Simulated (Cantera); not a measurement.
**Equilibrium for silicon carbide growth: SiCl4 + C2H2 + H2**

Input: 1 mol SiCl4, 0.59 mol C2H2, a varied amount of H2, held at 2127 °C and 750 Torr.

Equilibrium computed with Cantera from the NASA thermochemical tables; the gas is ideal and each condensed phase is pure. Candidate condensed phases: C, C6H6, C7H8, C8H18, Si, SiC; 109 gas species. The tables' values for SiCl3, SiCl are old estimates; treat these amounts as uncertain. Gases not in the tables: Si2H6 and higher silanes. Rates play no part.

| n(H2) (mol) | x H2 | x HCl | x SiCl2 | x H | x C2H2 (acetylene) | x Cl | n C(graphite) | n SiC(s) |
|---|---|---|---|---|---|---|---|---|
| 5.3 | 0.553 | 0.353 | 0.0677 | 0.0118 | 0.00386 | 0.00539 | 0.689 | 0.426 |
| 8.9 | 0.671 | 0.272 | 0.0331 | 0.0130 | 0.00468 | 0.00376 | 0.478 | 0.589 |
| 13 | 0.745 | 0.213 | 0.0183 | 0.0137 | 0.00519 | 0.00280 | 0.325 | 0.684 |
| 16 | 0.780 | 0.184 | 0.0130 | 0.0140 | 0.00544 | 0.00236 | 0.240 | 0.728 |
| 20 | 0.813 | 0.155 | 0.00888 | 0.0143 | 0.00567 | 0.00195 | 0.144 | 0.767 |
| 23 | 0.831 | 0.139 | 0.00696 | 0.0145 | 0.00579 | 0.00173 | 0.0804 | 0.788 |
| 27 | 0.850 | 0.122 | 0.00523 | 0.0147 | 0.00592 | 0.00150 | 0.00296 | 0.809 |
| 31 | 0.865 | 0.108 | 0.00433 | 0.0148 | 0.00520 | 0.00131 | 0 | 0.812 |
| 34 | 0.875 | 0.0991 | 0.00382 | 0.0149 | 0.00475 | 0.00120 | 0 | 0.814 |
| 38 | 0.885 | 0.0897 | 0.00328 | 0.0150 | 0.00427 | 0.00108 | 0 | 0.814 |
| 41 | 0.892 | 0.0837 | 0.00295 | 0.0150 | 0.00397 | 0.00101 | 0 | 0.814 |
x: gas mole fraction; n: condensed amount in mol.

From 5.3 mol H2 to 27 mol H2 the condensed part is C(graphite) + SiC(s). From 31 mol H2 to 41 mol H2 the condensed part is SiC(s). The main Si-bearing gas is SiCl2 throughout.
